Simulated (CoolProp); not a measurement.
R236EA at 298.15 K and 5.3 MPa is throttled through a valve to 1.29 MPa with no heat exchange. Each further row changes one setting.

The numbers come from the reference Helmholtz-energy equation of state, Rui 2013 in CoolProp.

| case | temperature change (K) | final density (kg/m³) |
|---|---|---|
| as stated | +0.8 | 1430 |
| outlet pressure 0.387 MPa | +1.0 | 1420 |
| outlet pressure 1.68 MPa | +0.7 | 1430 |
